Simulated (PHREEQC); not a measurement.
Copper plating or etch bath: speciation

A solution holds 0.096 mol/kgw CuSO4, 0.0013 mol/kgw HNO3 and 0.054 mol/kgw Na2SO4, at 20 °C. Closed to the air; pH follows from the charge balance.

Equilibrium calculation in PHREEQC: ion-association model, phreeqc.dat.

The pH is 3.47 and the ionic strength comes out as 0.320 mol/kgw. The specific conductance is 13200 µS/cm. The density is 1.020 g/cm³ and the total alkalinity is -1.30 meq/kg.

```
species  molality  activity   log γ
-------  --------  --------  ------
Na+        0.0976    0.0712  -0.137
SO4-2      0.0876    0.0217  -0.607
CuSO4      0.0511    0.0550   0.032
Cu+2       0.0449    0.0129  -0.542
NaSO4-     0.0104   0.00749  -0.143
NO3-      0.00130  0.000851  -0.184
HSO4-    0.000869  0.000638  -0.134
H+       0.000432  0.000337  -0.107
```

Precipitation was switched off in this run. Species that the database lacks are ignored.
